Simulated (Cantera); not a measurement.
Input (Python, Cantera) and output of one run.

```python
import numpy as np
import cantera as ct

gas_names = """
    CL CL2 H HCL H2 N NH NH2 NH3 N2 N2H2 N2H4 Si SiCL SiCL2 SiCL3 SiCL4 SiH SiHCL3 SiH2 SiH2CL2 SiH3
    SiH3CL SiH4 SiN Si2 Si2N Si3
""".split()
cond_names = """
    NH4CL(a) NH4CL(b) Si(cr) Si(L) Si3N4(a)
""".split()


# ... load() reads the species with a 1 bar reference pressure and builds the phases ...
atoms = {
    'SiH2Cl2': {'Si': 1, 'H': 2, 'CL': 2},
    'N2': {'N': 2},
}
top_T = {'Si3N4(a)': 2400}  # K; cautious upper limits of use, not melting points


# ... equilibrate(T, P, feed) seeds the gas with the atoms and calls Mixture.equilibrate('TP', solver="vcs", rtol=1e-11, max_steps=5000) ...
results = []
feed = {'SiH2Cl2': 1, 'N2': 15}  # mol
P = 240  # Pa
for T in [1250, 1300, 1350, 1400, 1450, 1500, 1550, 1600, 1650, 1700, 1750]:
    mix = equilibrate(T, P, feed)
    results.append((T, P, feed, dict(zip(mix.species_names, mix.species_moles))))

top = {s: max(r[3][s] / sum(r[3][g] for g in gas_names) for r in results) for s in gas_names}
cols = sorted((s for s in top if top[s] > 0.001), key=lambda s: -top[s])[:5]
seen = [c for c in cond_names if any(r[3].get(c, 0) > 1e-12 for r in results)]
print("log10 of partial pressures in bar; condensed amounts in mol")
print(f"{'T/K':>10s}" + "".join(f"{s[:9]:>10s}" for s in cols + seen))
for T, P, feed, n in results:
    ng = sum(n[g] for g in gas_names)
    print(f"{T:10.4g}" + "".join(f"{np.log10(max(n[s] / ng * P / 1e5, 1e-99)):10.3f}" for s in cols)
          + "".join(f"{n.get(c, 0):10.4g}" for c in seen))
```

Output:

```
log10 of partial pressures in bar; condensed amounts in mol
       T/K        N2       HCL        H2     SiCL2     SiCL4     Si(L)  Si3N4(a)
      1250    -2.673    -3.659    -4.428    -5.306    -4.859         0    0.2836
      1300    -2.674    -3.668    -4.406    -4.924    -4.991         0    0.2725
      1350    -2.674    -3.690    -4.358    -4.625    -5.221         0    0.2531
      1400    -2.675    -3.728    -4.286    -4.412    -5.562         0    0.2266
      1450    -2.675    -3.783    -4.206    -4.266    -5.982         0    0.1969
      1500    -2.675    -3.852    -4.133    -4.163    -6.439         0    0.1671
      1550    -2.675    -3.930    -4.072    -4.089    -6.909         0    0.1393
      1600    -2.675    -4.015    -4.025    -4.034    -7.377         0    0.1145
      1650    -2.675    -4.104    -3.988    -3.993    -7.837         0   0.09305
      1700    -2.675    -4.195    -3.960    -3.963    -8.286         0   0.07415
      1750    -2.675    -4.221    -3.960    -3.961    -8.592    0.2025         0
```

Cantera equilibrium calculation (NASA polynomials, part measured and part estimated; ideal gas, pure solids and liquids). N2 is the only nitrogen source here; it is nearly inert below about 1500 K, so the nitride shown seldom forms there in practice. The tables' values for SiCl3, SiCl, SiN are old estimates; treat these amounts as uncertain.
